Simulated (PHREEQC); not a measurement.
## Phosphoric acid bath: an equilibrium model

A solution holds 0.17 mol H3PO4, 0.018 mol HCl and 3.8e-06 mol H4SiO4 per kg of water, at 25 °C. Closed to the air; pH follows from the charge balance.

Computed with PHREEQC (ion-association model, phreeqc.dat).

This is a speciation only: nothing precipitates in the calculation.

Task: Predict the pH.

Result: pH 1.40.

Task: In which forms is P present?

Result: H3PO4 83 %, H2PO4- 17 % of the P.
